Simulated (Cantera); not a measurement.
Feed: 1 mol B, 0.23 mol HCl, 1.4 mol H₂, held at 15.0 mbar.

Method: chemical equilibrium by Gibbs-energy minimisation in Cantera with the NASA 1993 tables (ideal gas, pure condensed phases). Candidate condensed phases: B; 13 gas species. The tables' values for BCl, BCl₂ are old estimates; treat these amounts as uncertain. Gases not in the tables: BHCl₂. Rates play no part. All values below are at 1423 K.

Base state: H₂ 0.863, HCl 0.135, BCl₃ 0.00216, BCl 0.000101, BCl₂ 7.28e-5, H 5.04e-5 (mole fractions); condensed: B(s).

Task: What changes in the equilibrium state with this change: pressure from 15.0 mbar to 0.570 bar?

Result: 
```csv
species,before,after
H₂,0.863,0.875
HCl,0.135,0.116
BCl₃,0.00216,0.00842
BCl,0.000101,1.41e-5
H,5.04e-5,8.23e-6
BCl₂,7.28e-5,5.37e-5
"B(s), mol",0.996,0.986
```
The tables' values for BCl₂, BCl are old estimates; treat these amounts as uncertain.
